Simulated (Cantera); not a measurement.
# c-C4F8 + HCl + H2 (fluorocarbon and chlorocarbon gases)

Input: 1 mol c-C4F8, 0.033 mol HCl, 0.1 mol H2, held at 19.0 Pa.

These are equilibrium values from Cantera (NASA tables, ideal gas, pure condensed phases), not measurements of a reactor. Candidate condensed phases: C, C6H6, C7H8, C8H18; 118 gas species. The feed counts by its element totals alone. Equilibrium is a limit: real reactors are often held back by kinetics, nucleation or transport.

From 2773 K to 3473 K nothing is condensed. The main C-bearing gas is C3 at 2773 K and C at 3473 K.

| T (K) | x F | x C | x C3 | x CF | x C2 | x HF | x H |
|---|---|---|---|---|---|---|---|
| 2773 | 0.774 | 0.0248 | 0.107 | 0.0517 | 0.0108 | 0.0216 | 0.00322 |
| 2873 | 0.769 | 0.0472 | 0.0971 | 0.0422 | 0.0154 | 0.0177 | 0.00650 |
| 2973 | 0.755 | 0.0831 | 0.0807 | 0.0333 | 0.0202 | 0.0125 | 0.0108 |
| 3073 | 0.733 | 0.134 | 0.0585 | 0.0251 | 0.0236 | 0.00754 | 0.0147 |
| 3173 | 0.705 | 0.195 | 0.0345 | 0.0177 | 0.0235 | 0.00404 | 0.0171 |
| 3273 | 0.680 | 0.251 | 0.0155 | 0.0115 | 0.0191 | 0.00207 | 0.0181 |
| 3373 | 0.665 | 0.287 | 0.00542 | 0.00700 | 0.0129 | 0.00108 | 0.0185 |
| 3473 | 0.658 | 0.307 | 0.00166 | 0.00416 | 0.00780 | 0.000584 | 0.0187 |
x: gas mole fraction; nothing condenses.
